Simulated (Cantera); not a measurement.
Charge: 1 mol SiF4, 5.4 mol NO, 2.3 mol H2, equilibrated at 8.25 Torr.

Cantera equilibrium calculation (NASA polynomials, part measured and part estimated; ideal gas, pure solids and liquids). Candidate condensed phases: H2O, Si, SiO2, Si2N2O, Si3N4; 58 gas species. The tables' values for SiO2, SiF3 are old estimates; treat these amounts as uncertain. The tables hold silica as quartz up to 1696 K and as liquid above; real silica turns to tridymite and cristobalite and melts near 1996 K. Rates play no part.

log p: log10 of the partial pressure in bar; n: condensed amount in mol.

```tsv
T (K)	log p HF	log p N2	log p O2	log p H2O	log p SiF4	n SiO2(β-quartz)	n SiO2(condensed)	n SiO2(l)
948	-2.48	-2.44	-2.68	-2.84	-3.28	0.612	0	0
1048	-2.42	-2.44	-2.69	(withheld)	(withheld)	(withheld)	0	0
1148	-2.38	-2.45	-2.69	-3.02	-3.55	0.788	0	0
1248	-2.35	-2.45	-2.69	-3.10	-3.69	0.844	0	0
1348	-2.34	-2.45	-2.69	-3.16	-3.83	0.885	0	0
1448	-2.32	-2.46	-2.70	-3.22	-3.96	0.915	0	0
1548	-2.31	-2.46	-2.70	-3.26	-4.09	0.937	0	0
1648	-2.31	-2.46	-2.70	-3.30	-4.22	0.953	0	0
1748	-2.30	-2.46	-2.70	-3.33	-4.34	0	0.965	0
1848	-2.30	-2.46	-2.70	-3.35	-4.47	0	0.974	0
1948	-2.30	-2.46	-2.71	-3.38	-4.59	0	0.980	0
2048	-2.30	-2.46	-2.71	-3.40	(withheld)	0	0	0.982
2148	-2.30	-2.47	-2.72	-3.43	-4.79	0	0	0.975
```

Task: Complete the blanks.

Result: 
- 2048, log p SiF4: -4.70
- 1048, log p H2O: -2.93
- 1048, log p SiF4: -3.42
- 1048, n SiO2(β-quartz): 0.712
